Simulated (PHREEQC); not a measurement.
# Alkaline etch or developer: speciation

Solution (25 °C): 0.0053 mol/kgw NH3 and 0.014 mol/kgw K2SiO3. Closed to the air; pH follows from the charge balance.

All values are PHREEQC results (ion-association model, phreeqc.dat), not measurements.

Each row changes one thing in this solution. Precipitation was switched off in this run.

```
case                                   pH  ionic strength (mol/kgw)  NH4+ (mol/kgw)
----------------------------------  -----  ------------------------  --------------
as made                             12.03                    0.0294         1.05e-5
diluted 5-fold with water             ___                   0.00567             ___
NH3 from 0.0053 to 0.00053 mol/kgw  12.02                    0.0294         1.05e-6
NH3 from 0.0053 to 0.00106 mol/kgw  12.02                    0.0294             ___
K2SiO3 left out                       ___                  0.000304        0.000304
diluted 100-fold with water         10.25                  0.000285         4.86e-6
```

Problem. Some entries are withheld; supply them.

Solution. 
- diluted 5-fold with water, pH: 11.41
- diluted 5-fold with water, NH4+ (mol/kgw): 7.84e-6
- NH3 from 0.0053 to 0.00106 mol/kgw, NH4+ (mol/kgw): 2.11e-6
- K2SiO3 left out, pH: 10.47
